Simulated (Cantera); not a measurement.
A Cantera script and what it prints.

```python
import numpy as np
import cantera as ct

gas_names = """
    B BF BF2 BF3 BH BHF2 BH2 BH3 BO BOF BOF2 BO2 B2 B2O B2O2 B2O3 B3O3F3 B3O3H3 F FO FO2 F2 F2O H HBO
    HBO2 HF HOF HO2 H2 H2F2 H2O H2O2 H3B3O6 H3F3 H4F4 H5F5 H6F6 H7F7 O OH O2 O3
""".split()
cond_names = """
    B(b) B(L) B2O3(L) B3O3H3(cr) H2O(s) H2O(L)
""".split()


# ... load() reads the species with a 1 bar reference pressure and builds the phases ...
atoms = {
    'BF3': {'B': 1, 'F': 3},
    'H2O': {'H': 2, 'O': 1},
}
top_T = {}  # K; cautious upper limits of use, not melting points


# ... equilibrate(T, P, feed) seeds the gas with the atoms and calls Mixture.equilibrate('TP', solver="vcs", rtol=1e-11, max_steps=5000) ...
results = []
feed = {'BF3': 1, 'H2O': 0.83}  # mol
T = 1125  # K
P = 13332.2  # Pa
mix = equilibrate(T, P, feed)
results.append((T, P, feed, dict(zip(mix.species_names, mix.species_moles))))
print(gas.report(threshold=1e-05))
for i in range(1, mix.n_phases):
    print(f"{mix.phase(i).name:16s} {mix.phase_moles(i):12.5e} mol")
```

Output:

```
       temperature   1125 K
          pressure   13332 Pa
           density   0.060523 kg/m^3
  mean mol. weight   42.462 kg/kmol
   phase of matter   gas

                          1 kg             1 kmol
                     ---------------   ---------------
          enthalpy       -1.4945e+07       -6.3458e+08  J
   internal energy       -1.5165e+07       -6.4393e+08  J
           entropy            7292.9        3.0967e+05  J/K
    Gibbs function       -2.3149e+07       -9.8296e+08  J
 heat capacity c_p            1377.7             58499  J/K
 heat capacity c_v            1181.9             50184  J/K

                      mass frac. Y      mole frac. X     chem. pot. / RT
                     ---------------   ---------------   ---------------
               BF3           0.58691           0.36754           -159.43
               BOF         0.0017506         0.0016228           -103.24
            B3O3F3           0.14573          0.045029           -309.72
              HBO2        0.00039008        0.00037803           -102.35
                HF           0.14749           0.31305           -55.302
               H2O           0.11521           0.27156           -54.417
            H3B3O6         0.0025127        0.00081168           -307.06
     [  +36 minor]          2.43e-06        4.1853e-06

B(b)              0.00000e+00 mol
B2O3(L)           1.00460e-02 mol
B3O3H3(cr)        0.00000e+00 mol
```

Cantera equilibrium calculation (NASA polynomials, part measured and part estimated; ideal gas, pure solids and liquids). Gases not in the tables: H3BO3.
